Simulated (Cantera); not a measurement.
**Adiabatic ignition**

An adiabatic, constant-volume homogeneous reactor starts with CH4 : C2H6 : C3H8 : O2 : N2 = 1 : 0.059 : 0.17 : 9.26 : 34.8 (molar parts), equivalence ratio 0.33, at 1675 K and 40000 Pa.

Computed with Cantera and GRI-Mech 3.0 (53 species, 325 reactions). GRI-Mech 3.0 was tuned for natural gas; its chemistry of propane as a main component is partial and can be far from experiment.

```csv
t (s),T (K),P (bar),x CH4,x C2H6,x C3H8,x CH2O,x H2O
1.00e-6,1674,0.400,0.0221,0.00130,0.00371,1.29e-7,2.47e-7
2.32e-6,1674,0.400,0.0221,0.00129,0.00365,9.20e-7,4.43e-6
5.37e-6,1672,0.399,0.0220,0.00126,0.00349,8.84e-6,5.11e-5
1.25e-5,1668,0.399,0.0217,0.00117,0.00306,9.04e-5,0.000344
2.89e-5,1671,0.401,0.0203,0.000931,0.00197,0.000681,0.00209
6.69e-5,1909,0.465,0.00769,3.87e-5,1.04e-5,0.00147,0.0262
0.000155,2178,0.535,<1e-12,<1e-12,<1e-12,3.04e-12,0.0489
0.000360,2269,0.554,<1e-12,<1e-12,<1e-12,1.95e-12,0.0508
0.000834,2375,0.577,<1e-12,<1e-12,<1e-12,1.16e-12,0.0539
0.00193,2440,0.590,<1e-12,<1e-12,<1e-12,<1e-12,0.0560
0.00448,2446,0.591,<1e-12,<1e-12,<1e-12,<1e-12,0.0563
0.0104,2442,0.590,<1e-12,<1e-12,<1e-12,<1e-12,0.0564
0.0241,2434,0.588,<1e-12,<1e-12,<1e-12,<1e-12,0.0566
0.0558,2426,0.586,<1e-12,<1e-12,<1e-12,<1e-12,0.0568
0.129,2422,0.585,<1e-12,<1e-12,<1e-12,<1e-12,0.0569
0.300,2422,0.585,<1e-12,<1e-12,<1e-12,<1e-12,0.0569
```
x: mole fraction; the columns are a selection and need not sum to one.

```json
{
 "time_of_steepest_temperature_rise": "73.2 µs",
 "temperature at 0.300 s": "2422 K",
 "equilibrium_temperature": "2422 K",
 "x(CH4) at 0.300 s": "<1e-12 (gas-phase equilibrium <1e-12)",
 "x(C2H6) at 0.300 s": "<1e-12 (gas-phase equilibrium <1e-12)",
 "x(C3H8) at 0.300 s": "<1e-12 (gas-phase equilibrium <1e-12)"
}
```
